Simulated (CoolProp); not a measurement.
Vapour-liquid equilibrium of cyclohexane (1) + m-xylene (2) at 376.8 K; x and y are mole fractions of (1).

The numbers come from the multi-fluid Helmholtz-energy mixture model, Zhou 2014 and Zhou 2012; pair parameters Bell 2016 in CoolProp.

### Question
Give the bubble pressure and the first vapour's composition at x = 0.35, 0.575, 0.65. Is there an azeotrope?

### Answer
x = 0.35: 0.09968 MPa, y = 0.755; x = 0.575: 0.1333 MPa, y = 0.870; x = 0.65: 0.1437 MPa, y = 0.897. No azeotrope shows between x = 0.05 and 0.95.

The pair parameters rest on a limited set of measurements; away from them the model extrapolates.
